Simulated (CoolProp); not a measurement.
The fluid at 312.41 K and 0.314 MPa is throttled through a valve to 0.213 MPa with no heat exchange. The same conditions are run with several fluids, on thermodynamics alone (safety and materials aside).

The numbers come from the reference Helmholtz-energy equation of state of each fluid (R236FA: Pan 2012; vinyl chloride: Thol 2022; R152A: Outcalt 1996; carbonyl sulfide: Lemmon 2006; methane: Setzmann 1991) in CoolProp.

Question: Rank R236FA, vinyl chloride, R152A, carbonyl sulfide, methane by temperature change (K), highest first.

Answer: methane (-0.4), carbonyl sulfide (-1.8), R236FA (-2.2), vinyl chloride (-2.4), R152A (-2.5)

| fluid | final density (kg/m³) |
|---|---|
| R236FA | 13.4 |
| vinyl chloride | 5.35 |
| R152A | 5.69 |
| carbonyl sulfide | 5.06 |
| methane | 1.32 |
